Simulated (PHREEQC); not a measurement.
1 kg of water holding 0.0037 mol/kgw NaCl, 0.21 mol/kgw Na2SO4 and 0.0049 mol/kgw MgSO4 is evaporated at 25 °C; the solids stay in contact with the brine. No CO2 enters from the air. Solids allowed: Bischofite, Bloedite, Brucite, Epsomite, Halite, Hexahydrite, Kieserite, Mirabilite, Thenardite, MgCl2_4H2O. Others were left out.

The numbers come from PHREEQC with the Pitzer model, pitzer.dat.

```json
[
 {"water left (kg)": "1", "ionic strength": "0.653", "water activity": "0.991", "Mirabilite (mol)": "0", "Mg in solution (mol/kgw)": "0.00490", "Cl in solution (mol/kgw)": "0.00370"},
 {"water left (kg)": "0.8219", "ionic strength": "0.795", "water activity": "0.990", "Mirabilite (mol)": "0", "Mg in solution (mol/kgw)": "0.00596", "Cl in solution (mol/kgw)": "0.00450"},
 {"water left (kg)": "0.6755", "ionic strength": "0.967", "water activity": "0.988", "Mirabilite (mol)": "0", "Mg in solution (mol/kgw)": "0.00725", "Cl in solution (mol/kgw)": "0.00548"},
 {"water left (kg)": "0.5552", "ionic strength": "1.18", "water activity": "0.985", "Mirabilite (mol)": "0", "Mg in solution (mol/kgw)": "0.00883", "Cl in solution (mol/kgw)": "0.00666"},
 {"water left (kg)": "0.4563", "ionic strength": "(withheld)", "water activity": "(withheld)", "Mirabilite (mol)": "0", "Mg in solution (mol/kgw)": "0.0107", "Cl in solution (mol/kgw)": "0.00811"},
 {"water left (kg)": "0.375", "ionic strength": "1.74", "water activity": "0.979", "Mirabilite (mol)": "0", "Mg in solution (mol/kgw)": "0.0131", "Cl in solution (mol/kgw)": "0.00987"},
 {"water left (kg)": "0.3082", "ionic strength": "2.12", "water activity": "0.975", "Mirabilite (mol)": "0", "Mg in solution (mol/kgw)": "0.0159", "Cl in solution (mol/kgw)": "0.0120"},
 {"water left (kg)": "0.2533", "ionic strength": "2.58", "water activity": "(withheld)", "Mirabilite (mol)": "0", "Mg in solution (mol/kgw)": "0.0193", "Cl in solution (mol/kgw)": "0.0146"},
 {"water left (kg)": "0.1711", "ionic strength": "(withheld)", "water activity": "0.958", "Mirabilite (mol)": "0", "Mg in solution (mol/kgw)": "0.0286", "Cl in solution (mol/kgw)": "0.0216"},
 {"water left (kg)": "0.1407", "ionic strength": "4.64", "water activity": "0.949", "Mirabilite (mol)": "0", "Mg in solution (mol/kgw)": "0.0348", "Cl in solution (mol/kgw)": "0.0263"},
 {"water left (kg)": "0.1156", "ionic strength": "5.65", "water activity": "0.938", "Mirabilite (mol)": "0", "Mg in solution (mol/kgw)": "0.0424", "Cl in solution (mol/kgw)": "0.0320"},
 {"water left (kg)": "0.0878", "ionic strength": "6.07", "water activity": "0.933", "Mirabilite (mol)": "0.0401", "Mg in solution (mol/kgw)": "0.0558", "Cl in solution (mol/kgw)": "0.0421"},
 {"water left (kg)": "0.06168", "ionic strength": "6.16", "water activity": "0.932", "Mirabilite (mol)": "0.0911", "Mg in solution (mol/kgw)": "0.0794", "Cl in solution (mol/kgw)": "0.0600"},
 {"water left (kg)": "0.04022", "ionic strength": "6.33", "water activity": "(withheld)", "Mirabilite (mol)": "0.133", "Mg in solution (mol/kgw)": "0.122", "Cl in solution (mol/kgw)": "0.0920"},
 {"water left (kg)": "0.02261", "ionic strength": "6.69", "water activity": "0.925", "Mirabilite (mol)": "0.167", "Mg in solution (mol/kgw)": "0.217", "Cl in solution (mol/kgw)": "0.164"},
 {"water left (kg)": "0.008127", "ionic strength": "8.22", "water activity": "0.903", "Mirabilite (mol)": "0.196", "Mg in solution (mol/kgw)": "0.603", "Cl in solution (mol/kgw)": "0.455"}
]
```

Q: Some entries are withheld; supply them.

A: 
- 0.4563, ionic strength: 1.43
- 0.4563, water activity: 0.982
- 0.2533, water activity: 0.970
- 0.1711, ionic strength: 3.82
- 0.04022, water activity: 0.930

Complexes and solids missing from the database can't appear.
